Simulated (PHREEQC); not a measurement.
Solution (20 °C): 0.23 mol/kgw ZnCl2, 9.6e-05 mol/kgw NaCl and 0.013 mol/kgw H2SO4. It is in equilibrium with CO2 at log p = -2 (atm). Otherwise closed; pH follows from the charge balance.

Equilibrium calculation in PHREEQC: ion-association model, wateq4f.dat.

```json
[
 {"quantity": "pH", "before": "1.74", "after": "1.75"},
 {"quantity": "ionic strength (mol/kgw)", "before": "0.600", "after": "0.548"},
 {"quantity": "Cl- (mol/kgw)", "before": "0.401", "after": "0.370"},
 {"quantity": "SO4-2 (mol/kgw)", "before": "0.00411", "after": "0.00395"},
 {"quantity": "HSO4- (mol/kgw)", "before": "0.00193", "after": "0.00252"},
 {"quantity": "NaSO4- (mol/kgw)", "before": "3.82e-7", "after": "4.00e-7"},
 {"quantity": "SI of Halite (NaCl)", "before": "-6.33", "after": "-6.41"},
 {"quantity": "SI of Mirabilite (Na2SO4:10H2O)", "before": "-10.14", "after": "-10.85"}
]
```

Q: Which change was made?
A. ZnCl2 replaced by MgCl2 at the same molality
B. ZnCl2 replaced by AlCl3 at the same molality
C. 0.019 mol/kgw KH2PO4 added
D. ZnCl2 replaced by SrCl2 at the same molality
E. temperature from 20 to 35 °C

A: E, temperature from 20 to 35 °C

Precipitation was switched off in this run.
